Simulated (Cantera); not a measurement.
A freely propagating, adiabatic, planar premixed flame of CH4 : C2H6 : O2 : N2 = 1 : 0.28 : 3.43 : 12.9 (molar parts), equivalence ratio 0.87, unburnt at 700 K and 79000 Pa; mixture-averaged transport, grid criteria slope 0.08 and curve 0.16, no radiation.

Model: GRI-Mech 3.0 (53 species, 325 reactions), integrated in Cantera. Burning velocities carry a grid error of a few per cent, more on coarse grids.

Q: Predict: laminar burning velocity; thermal thickness; peak x(C2H); peak x(HCO); peak x(CH3).

A: 
```
Item                         Value
------------------------  --------
laminar burning velocity  178 cm/s
thermal thickness         0.376 mm
peak x(C2H)                6.29e-7
peak x(HCO)                8.07e-5
peak x(CH3)                0.00297
```
